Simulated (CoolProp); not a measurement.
Vapour-liquid equilibrium of propane (1) + R236EA (2) at 4.26 bar; x and y are mole fractions of (1).

The numbers come from the multi-fluid Helmholtz-energy mixture model, Lemmon 2009 and Rui 2013; pair parameters Bell 2016 in CoolProp.

Q: Give the bubble temperature and the first vapour's composition at x = 0.35, 0.575, 0.95. Is there an azeotrope?

A: x = 0.35: 276.2 K, y = 0.819; x = 0.575: 273.0 K, y = 0.854; x = 0.95: 269.8 K, y = 0.959. No azeotrope shows between x = 0.05 and 0.95.

Pair parameters are fitted to limited data, so mixtures are less certain than the pure fluids. With so large a gap from Raoult's law the liquid may split in two, which this calculation doesn't test in full.
